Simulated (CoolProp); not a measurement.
Propylene along the isotherm 463.1 K: fugacity coefficient from the reference equation and from simpler models built on Tc = 364.2 K, pc = 4555 kPa, ω = 0.146; each cubic takes its own stable root.

The numbers come from the reference Helmholtz-energy equation of state, Lemmon 2013 in CoolProp.

```tsv
p (kPa)	phase	reference	van der Waals	Redlich-Kwong	Soave-Redlich-Kwong
4550	gas	0.8522	0.8421	0.8442	0.8594
9110	supercritical	0.7258	0.6961	0.7123	0.7419
13700	supercritical	0.6289	0.5944	0.6165	0.6557
18200	supercritical	0.5674	0.5427	0.5589	0.6024
22800	supercritical	0.5294	0.5173	0.5243	0.5700
27300	supercritical	0.5077	0.5081	0.5049	0.5524
31900	supercritical	0.4958	0.5095	0.4949	0.5442
36400	supercritical	0.4914	0.5184	0.4918	0.5429
41000	supercritical	0.4924	0.5339	0.4938	0.5469
45500	supercritical	0.4975	0.5543	0.4998	0.5551
```
